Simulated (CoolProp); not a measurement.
C2F6 (R116) at 293.15 K and 0.77 MPa flows at 0.19 m/s in a round tube of 12.7 mm bore and 1.5 µm roughness, fully developed (64/Re and Nu = 3.66 if laminar; Colebrook and Gnielinski if turbulent). Each further row changes one setting.

Model: reference Helmholtz-energy equation of state, Lemmon 2006, in CoolProp. It is a short technical equation, of lower accuracy than the large ones.

| case | Reynolds number | Darcy friction factor | pressure drop (Pa/m) | heat-transfer coefficient (W/(m² K)) | mass flow (kg/h) |
|---|---|---|---|---|---|
| as stated | 8310 | 0.0326 | 2.22 | 30.5 | 4.15 |
| velocity 0.38 m/s | 16600 | 0.0273 | 7.44 | 53.9 | 8.30 |
| diameter 25.4 mm | 16600 | 0.0272 | 0.927 | 26.8 | 16.6 |

Viscosity comes from a separate model (Huber 2003), an estimate that may be off by 10 % or more. Thermal conductivity comes from a separate model (Huber 2003), an estimate that may be off by 10 % or more.
